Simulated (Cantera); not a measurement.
A perfectly stirred reactor is fed with CO : H₂ : O₂ : N₂ = 1 : 0.04 : 0.584 : 2.2 (molar parts), at 4.05 atm; it is adiabatic with a 373 K inlet, and is followed from long to short residence time, starting on the burning branch (τ in s: 0.12, 0.044, 0.017, 0.0062, 0.0023, 0.00087, 0.00033, 0.00012, 4.6e-05, 1.7e-05, 6.4e-06).

Detailed kinetics in Cantera: GRI-Mech 3.0 (53 species, 325 reactions). The hydrogen kinetics of GRI-Mech 3.0 are dated; newer H2 mechanisms differ, most at raised pressure.

### Question
What does this change do: pressure from 4.05 atm to 1.00 atm?

### Answer
| quantity | before | after |
|---|---|---|
| blow-out, bracketed by the residence times tried | burning at 0.120 ms, out at 46.0 µs | burning at 0.330 ms, out at 0.120 ms |
| x(CO) at τ = 0.120 s | 0.0201 | 0.0322 |
| x(H₂) at τ = 0.120 s | 0.000135 | 0.000225 |
| x(O₂) at τ = 0.120 s | 0.0259 | 0.0319 |
| x(O) at τ = 0.120 s | 0.000756 | 0.00162 |
| x(NO) at τ = 0.120 s | 0.00541 | 0.00413 |
| x(CO) at τ = 0.870 ms | 0.0596 | 0.0985 |
| x(H₂) at τ = 0.870 ms | 0.000435 | 0.000783 |
| x(O₂) at τ = 0.870 ms | 0.0458 | 0.0609 |
| x(O) at τ = 0.870 ms | 0.00473 | 0.0152 |
| x(NO) at τ = 0.870 ms | 0.000386 | 9.28e-5 |
